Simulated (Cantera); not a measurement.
# Thermodynamics of fluorocarbon and chlorocarbon gases, feed CCl4 + F2

Input: 1 mol CCl4, 0.059 mol F2, equilibrated at 7.00e-5 bar.

Cantera equilibrium calculation (NASA polynomials, part measured and part estimated; ideal gas, pure solids and liquids). Candidate condensed phases: C; 27 gas species. The tables' values for CCl are old estimates; treat these amounts as uncertain. Equilibrium is a limit: real reactors are often held back by kinetics, nucleation or transport.

```csv
T (K),log p Cl,log p C,log p C3,log p F,log p C2,n C(graphite)
2198,-4.17,-8.83,-8.63,-5.70,-9.69,0.998
2298,-4.17,-8.09,-7.79,-5.71,-8.84,0.994
2398,-4.17,-7.41,-7.02,-5.71,-8.07,0.977
2498,-4.17,-6.79,-6.32,-5.72,-7.35,0.895
2598,-4.19,-6.22,-5.67,-5.74,-6.69,0.533
2698,-4.21,-5.79,-5.38,-5.76,-6.29,0
2798,-4.22,-5.50,-5.45,-5.76,-6.15,0
2898,-4.23,-5.26,-5.60,-5.77,-6.06,0
2998,-4.24,-5.08,-5.84,-5.78,-6.06,0
3098,-4.25,-4.96,-6.24,-5.79,-6.17,0
```
log p: log10 of the partial pressure in bar; n: condensed amount in mol.

From 2198 K to 2598 K the condensed part is C(graphite). From 2698 K to 3098 K nothing is condensed. The main C-bearing gas is CF at 2198 K and C at 3098 K.
